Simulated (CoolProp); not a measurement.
Vapour-liquid equilibrium of R125 (1) + cyclopropane (2) at 6.25 °C; x and y are mole fractions of (1).

Values from CoolProp's multi-fluid Helmholtz-energy mixture model, Lemmon 2005 and Polt 1992; pair parameters Bell 2016. This equation is an older, rougher fit; its heat capacities, sound speeds and derivatives of the liquid may be far off and weren't checked against measurements.

| x | bubble pressure, mixture model (MPa) | bubble pressure, Raoult's law (MPa) | y, mixture model | y, Raoult's law |
|---|---|---|---|---|
| 0.05 | 0.5195 | 0.4404 | 0.210 | 0.092 |
| 0.125 | 0.6239 | 0.4698 | ___ | 0.216 |
| 0.2 | ___ | 0.4992 | 0.457 | 0.326 |
| 0.275 | 0.7407 | 0.5287 | 0.513 | 0.423 |
| 0.35 | 0.7743 | 0.5581 | ___ | 0.510 |
| 0.425 | 0.7995 | 0.5875 | 0.591 | 0.588 |
| 0.5 | 0.8191 | 0.6169 | 0.624 | 0.659 |
| 0.575 | 0.8345 | 0.6463 | 0.658 | 0.723 |
| 0.65 | ___ | 0.6758 | 0.696 | 0.782 |
| 0.725 | 0.8525 | 0.7052 | 0.740 | 0.836 |
| 0.8 | ___ | 0.7346 | 0.793 | 0.885 |
| 0.875 | 0.8464 | 0.7640 | 0.857 | 0.931 |
| 0.95 | 0.8301 | 0.7934 | 0.936 | 0.973 |

**Question.** Fill in the missing entries.

**Answer.** 
- 0.125, y, mixture model: 0.370
- 0.2, bubble pressure, mixture model (MPa): 0.6933
- 0.35, y, mixture model: 0.555
- 0.65, bubble pressure, mixture model (MPa): 0.8458
- 0.8, bubble pressure, mixture model (MPa): 0.8533

The largest gap from Raoult's law is +40.1 % in bubble pressure, at x = 0.275. y crosses x between x = 0.725 and 0.8: the model has an azeotrope there.

The pair parameters rest on a limited set of measurements; away from them the model extrapolates.
